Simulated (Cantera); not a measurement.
Mixture: CH4 : H2 : O2 : N2 : H2O = 1 : 0.082 : 1.07 : 4.19 : 0.21 (molar parts), at 27.6 atm, adiabatic and at constant pressure. Ignition delay is the time to a rise of 400 K.

Computed with Cantera and GRI-Mech 3.0 (53 species, 325 reactions). The pressure lies above the range GRI-Mech 3.0 was tuned for (to about 10 atm). Below about 1000 K GRI-Mech 3.0 lacks low-temperature oxidation paths. Below about 950 K walls govern HO2 and H2O2 in real vessels.

```
quantity                                                before       after
--------------------------------------------------  ----------  ----------
delay at 875 K                                         0.142 s      1.88 s
delay at 1025 K                                        4.97 ms     0.299 s
delay at 1175 K                                       0.762 ms     53.1 ms
delay at 1325 K                                       0.235 ms     9.15 ms
delay at 1475 K                                        79.4 µs     1.82 ms
apparent activation energy between 1325 and 1475 K  120 kJ/mol  170 kJ/mol
```

Question: What was changed between the two runs?
A. CH4 1 to 1.4 parts
B. constant volume in place of constant pressure
C. pressure from 27.6 atm to 0.770 atm
D. H2 0.082 to 0.15 parts

Answer: C, pressure from 27.6 atm to 0.770 atm
